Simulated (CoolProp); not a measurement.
Properties of C2F6 (R116) along the isobar 15 MPa (Tc = 293.0 K, pc = 3.048 MPa, ω = 0.257).

Computed with CoolProp (reference Helmholtz-energy equation of state, Lemmon 2006). It is a short technical equation, of lower accuracy than the large ones.

| T (K) | phase | cp (kJ/(kg K)) | speed of sound (m/s) | expansivity (1/kK) | viscosity (µPa s) |
|---|---|---|---|---|---|
| 227.1 | liquid | 0.9665 | 535.9 | 2.519 | 339 |
| 241.3 | liquid | 0.9942 | 491.2 | 2.707 | 282 |
| 255.4 | liquid | 1.023 | 448.9 | 2.928 | 236 |
| 269.5 | liquid | (withheld) | 408.6 | 3.184 | 200 |
| 283.7 | liquid | 1.081 | 370.5 | (withheld) | 170 |
| 297.8 | supercritical | 1.109 | 335.5 | (withheld) | 145 |
| 311.9 | supercritical | 1.135 | 303.8 | 4.154 | 124 |
| 326.1 | supercritical | 1.158 | 275.8 | 4.501 | 107 |
| 340.2 | supercritical | 1.177 | 252.4 | 4.807 | 92.0 |
| 354.3 | supercritical | 1.189 | 233.5 | 5.036 | 80.2 |
| 368.5 | supercritical | 1.195 | 218.9 | 5.158 | 70.6 |
| 382.6 | supercritical | 1.195 | 208.4 | 5.156 | 63.1 |
| 396.7 | supercritical | 1.191 | (withheld) | 5.038 | 57.3 |
| 410.9 | supercritical | 1.183 | 197.1 | 4.829 | (withheld) |
| 425 | supercritical | (withheld) | 195.0 | 4.568 | 49.5 |

Question: Fill in the missing entries.

Answer: 
- 269.5, cp (kJ/(kg K)): 1.052
- 283.7, expansivity (1/kK): 3.480
- 297.8, expansivity (1/kK): 3.807
- 396.7, speed of sound (m/s): 201.3
- 410.9, viscosity (µPa s): 52.9
- 425, cp (kJ/(kg K)): 1.175

Viscosity comes from a separate model (Huber 2003), an estimate that may be off by 10 % or more.
